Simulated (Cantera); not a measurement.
What does this Cantera script print?

```python
import numpy as np
import cantera as ct

gas_names = [...]  # 47 gases of nasa_gas.yaml made of Cl, H, N, O, Si
cond_names = """
    H2O(s) H2O(L) NH4CL(a) NH4CL(b) Si(cr) Si(L) SiO2(Lqz) SiO2(hqz) SiO2(L) Si2N2O(s) Si3N4(a)
""".split()


# ... load() reads the species with a 1 bar reference pressure and builds the phases ...
atoms = {
    'Si3N4': {'Si': 3, 'N': 4},
    'H2O': {'H': 2, 'O': 1},
    'HCl': {'H': 1, 'CL': 1},
}
top_T = {'Si2N2O(s)': 2100, 'Si3N4(a)': 2400}  # K; cautious upper limits of use, not melting points


# ... equilibrate(T, P, feed) seeds the gas with the atoms and calls Mixture.equilibrate('TP', solver="vcs", rtol=1e-11, max_steps=5000) ...
results = []
T = 1948.15  # K
P = 54  # Pa
for m in [1.4, 1.8, 2.2, 2.7, 3.3, 4.1, 5.1, 6.3, 7.8]:
    feed = {'Si3N4': 1, 'H2O': m, 'HCl': 15}  # mol
    mix = equilibrate(T, P, feed)
    results.append((T, P, feed, dict(zip(mix.species_names, mix.species_moles))))

top = {s: max(r[3][s] / sum(r[3][g] for g in gas_names) for r in results) for s in gas_names}
cols = sorted((s for s in top if top[s] > 0.0001), key=lambda s: -top[s])[:6]
seen = [c for c in cond_names if any(r[3].get(c, 0) > 1e-12 for r in results)]
print("log10 of partial pressures in bar; condensed amounts in mol")
print(f"{'n(H2O)':>10s}" + "".join(f"{s[:9]:>10s}" for s in cols + seen))
for T, P, feed, n in results:
    ng = sum(n[g] for g in gas_names)
    print(f"{feed['H2O']:10.4g}" + "".join(f"{np.log10(max(n[s] / ng * P / 1e5, 1e-99)):10.3f}" for s in cols)
          + "".join(f"{n.get(c, 0):10.4g}" for c in seen))
```

Output:

```
log10 of partial pressures in bar; condensed amounts in mol
    n(H2O)       HCL        H2       H2O       SiO        N2     SiCL2   SiO2(L)
       1.4    -3.544    -4.064    -9.829    -4.433    -4.279    -4.388         0
       1.8    -3.534    -4.076    -9.575    -4.342    -4.296    -4.530         0
       2.2    -3.525    -4.088    -9.294    -4.271    -4.313    -4.723         0
       2.7    -3.515    -4.101    -8.759    -4.203    -4.333    -5.169         0
       3.3    -3.515    -4.114    -5.181    -4.174    -4.350    -8.718         0
       4.1    -3.530    -4.127    -4.631    -4.189    -4.365    -9.313         0
       5.1    -3.545    -4.123    -4.399    -4.227    -4.379    -9.612     0.159
       6.3    -3.555    -4.086    -4.272    -4.318    -4.391    -9.851    0.6273
       7.8    -3.571    -4.061    -4.143    -4.423    -4.409   -10.117     1.059
```

Equilibrium computed with Cantera from the NASA thermochemical tables; the gas is ideal and each condensed phase is pure. The tables' values for SiCl, SiCl3, SiO2 are old estimates; treat these amounts as uncertain. The tables hold silica as quartz up to 1696 K and as liquid above; real silica turns to tridymite and cristobalite and melts near 1996 K.
